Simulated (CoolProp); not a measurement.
Vapour-liquid equilibrium of propane (1) + R236EA (2) at 2.02 bar; x and y are mole fractions of (1).

The numbers come from the multi-fluid Helmholtz-energy mixture model, Lemmon 2009 and Rui 2013; pair parameters Bell 2016 in CoolProp.

Task: Give the bubble temperature and the first vapour's composition at x = 0.35, 0.45, 0.95. Is there an azeotrope?

Result: x = 0.35: 251.3 K, y = 0.883; x = 0.45: 250.5 K, y = 0.889; x = 0.95: 248.2 K, y = 0.963. No azeotrope shows between x = 0.05 and 0.95.

The pair parameters rest on a limited set of measurements; away from them the model extrapolates. With so large a gap from Raoult's law the liquid may split in two, which this calculation doesn't test in full.
